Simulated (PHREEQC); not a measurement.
**Sulfide liquor: speciation**

A solution holds 0.036 mol NaHS, 0.23 mol HCl and 0.00035 mol MnCl2 per kg of water, at 20 °C. Closed to the air; pH follows from the charge balance.

Computed with PHREEQC (ion-association model, wateq4f.dat).

This is a speciation only: nothing precipitates in the calculation.

### Question
Predict the pH.

### Answer
pH 0.81.

### Question
In which forms is Mn present?

### Answer
Mn+2 77 %, MnCl+ 22 %, MnCl2 1.1 % of the Mn.

The polysulfide entries of wateq4f.dat were taken out for this run.
